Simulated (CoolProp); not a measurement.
Vapour-liquid equilibrium of CH2F2 (R32) (1) + R125 (2) at -65.95 °C; x and y are mole fractions of (1).

Model: multi-fluid Helmholtz-energy mixture model, Tillner-Roth 1997 and Lemmon 2005; pair parameters Lemmon 2004, in CoolProp.

Problem. Give the bubble pressure and the first vapour's composition at x = 0.2, 0.65, 0.8. Is there an azeotrope?

Solution. x = 0.2: 40.85 kPa, y = 0.245; x = 0.65: 45.30 kPa, y = 0.687; x = 0.8: 46.09 kPa, y = 0.813. y crosses x between x = 0.8 and 0.95: the model has an azeotrope there.

The pair parameters rest on a limited set of measurements; away from them the model extrapolates.
